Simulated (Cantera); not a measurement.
## Ammonia decomposition in nitride growth gas

An isothermal, constant-pressure homogeneous reactor starts with 16.9 % NH3, 83.1 % H2, at 1725 K and 2000 Pa.

Computed with Cantera and the gas-phase N/H chemistry of the illustrative SiF4/NH3 mechanism in the Surface Chemkin manual (1991). Walls and surfaces, which speed up NH3 decomposition in real reactors, are not modelled.

```
t (s)     x NH3   x H2      x N2    x N2H4       x H       x N    x N2H2
--------  -----  -----  --------  --------  --------  --------  --------
2.00e-6   0.169  0.831    <1e-12    <1e-12   2.38e-9    <1e-12    <1e-12
7.29e-6   0.169  0.831    <1e-12    <1e-12   9.21e-9    <1e-12    <1e-12
2.65e-5   0.169  0.831    <1e-12    <1e-12   3.67e-8    <1e-12    <1e-12
9.67e-5   0.169  0.831    <1e-12    <1e-12   1.40e-7    <1e-12    <1e-12
0.000352  0.169  0.831    <1e-12    <1e-12   5.18e-7    <1e-12    <1e-12
0.00128   0.169  0.831  1.70e-11    <1e-12   1.89e-6    <1e-12  9.54e-12
0.00468   0.169  0.831   1.31e-9  1.64e-12   6.91e-6  3.88e-12  1.57e-10
0.0170    0.169  0.830   7.76e-8  2.19e-11   2.51e-5  1.89e-10   2.39e-9
0.0620    0.169  0.830   4.91e-6  2.81e-10   9.02e-5   8.66e-9   3.97e-8
0.226     0.169  0.831  0.000224   1.51e-9  0.000210   1.06e-7   2.85e-7
0.823     0.166  0.832   0.00160   1.56e-9  0.000219   1.17e-7   3.00e-7
3.00      0.155  0.839   0.00635   1.42e-9  0.000225   1.16e-7   2.73e-7
```
x: mole fraction; the columns are a selection and need not sum to one.

Equilibrium at this temperature and pressure: NH3 1.63e-7, H2 0.926, N2 0.0724, N2H4 <1e-12, H 0.00127, N 1.72e-11, N2H2 <1e-12 (gas phase only).
